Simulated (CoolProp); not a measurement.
Vapour-liquid equilibrium of carbon dioxide (1) + R143a (2) at 231.8 K; x and y are mole fractions of (1).

Computed with CoolProp (multi-fluid Helmholtz-energy mixture model, Span 1996 and Lemmon and Jacobsen 2000; pair parameters Bell 2016).

```json
[
 {"x": "0.05", "bubble pressure, mixture model (bar)": "___", "bubble pressure, Raoult's law (bar)": "1.740", "y, mixture model": "___", "y, Raoult's law": "0.275"},
 {"x": "0.125", "bubble pressure, mixture model (bar)": "___", "bubble pressure, Raoult's law (bar)": "2.357", "y, mixture model": "0.480", "y, Raoult's law": "0.507"},
 {"x": "0.2", "bubble pressure, mixture model (bar)": "___", "bubble pressure, Raoult's law (bar)": "2.974", "y, mixture model": "0.631", "y, Raoult's law": "0.643"},
 {"x": "0.275", "bubble pressure, mixture model (bar)": "3.715", "bubble pressure, Raoult's law (bar)": "3.591", "y, mixture model": "0.728", "y, Raoult's law": "0.732"},
 {"x": "0.35", "bubble pressure, mixture model (bar)": "4.442", "bubble pressure, Raoult's law (bar)": "4.208", "y, mixture model": "0.792", "y, Raoult's law": "0.795"},
 {"x": "0.425", "bubble pressure, mixture model (bar)": "5.142", "bubble pressure, Raoult's law (bar)": "4.825", "y, mixture model": "___", "y, Raoult's law": "0.842"},
 {"x": "0.5", "bubble pressure, mixture model (bar)": "5.802", "bubble pressure, Raoult's law (bar)": "5.442", "y, mixture model": "0.871", "y, Raoult's law": "0.878"},
 {"x": "0.575", "bubble pressure, mixture model (bar)": "6.416", "bubble pressure, Raoult's law (bar)": "6.059", "y, mixture model": "0.897", "y, Raoult's law": "0.907"},
 {"x": "0.65", "bubble pressure, mixture model (bar)": "6.990", "bubble pressure, Raoult's law (bar)": "6.676", "y, mixture model": "0.918", "y, Raoult's law": "0.930"},
 {"x": "0.725", "bubble pressure, mixture model (bar)": "___", "bubble pressure, Raoult's law (bar)": "7.293", "y, mixture model": "0.936", "y, Raoult's law": "0.950"},
 {"x": "0.8", "bubble pressure, mixture model (bar)": "8.064", "bubble pressure, Raoult's law (bar)": "7.910", "y, mixture model": "0.953", "y, Raoult's law": "0.966"},
 {"x": "0.875", "bubble pressure, mixture model (bar)": "8.600", "bubble pressure, Raoult's law (bar)": "8.527", "y, mixture model": "___", "y, Raoult's law": "0.981"},
 {"x": "0.95", "bubble pressure, mixture model (bar)": "___", "bubble pressure, Raoult's law (bar)": "9.143", "y, mixture model": "0.987", "y, Raoult's law": "0.993"}
]
```

Problem. Fill in the missing entries.

Solution. 
- 0.05, bubble pressure, mixture model (bar): 1.680
- 0.05, y, mixture model: 0.239
- 0.125, bubble pressure, mixture model (bar): 2.297
- 0.2, bubble pressure, mixture model (bar): 2.988
- 0.425, y, mixture model: 0.838
- 0.725, bubble pressure, mixture model (bar): 7.534
- 0.875, y, mixture model: 0.969
- 0.95, bubble pressure, mixture model (bar): 9.159

The largest gap from Raoult's law is +6.6 % in bubble pressure, at x = 0.5. No azeotrope shows between x = 0.05 and 0.95.

Pair parameters are fitted to limited data, so mixtures are less certain than the pure fluids. The gap from Raoult's law changes sign with composition, which may be real or a fault of the pair parameters; it wasn't checked against measurements.
